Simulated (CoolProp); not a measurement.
Properties of R236EA along the isobar 0.101 MPa.

Computed with CoolProp (reference Helmholtz-energy equation of state, Rui 2013).

```tsv
T (°C)	phase	Z	cp (kJ/(kg K))	Prandtl number	fugacity coefficient
31.55	gas	0.9686	0.8759	0.655	0.9695
38.65	gas	0.9712	0.8852	0.655	0.9720
45.85	gas	0.9736	0.8948	0.655	0.9742
52.95	gas	0.9757	0.9043	0.656	0.9762
60.15	gas	0.9776	0.9140	0.657	0.9780
67.25	gas	0.9793	0.9235	0.658	0.9797
74.45	gas	0.9808	0.9331	0.659	0.9811
81.65	gas	0.9822	0.9427	0.660	0.9825
88.75	gas	0.9834	0.9521	0.661	0.9837
95.95	gas	0.9846	0.9616	0.662	0.9848
103.05	gas	0.9856	0.9709	0.664	0.9858
110.25	gas	0.9866	0.9802	0.665	0.9868
117.35	gas	0.9875	0.9893	0.666	0.9876
124.55	gas	0.9883	0.9984	0.668	0.9884
131.65	gas	0.9890	1.007	0.669	0.9891
138.85	gas	0.9897	1.016	0.670	0.9898
```

Viscosity comes from a separate model (Huber 2003), an estimate that may be off by 10 % or more. Thermal conductivity comes from a separate model (Huber 2003), an estimate that may be off by 10 % or more.
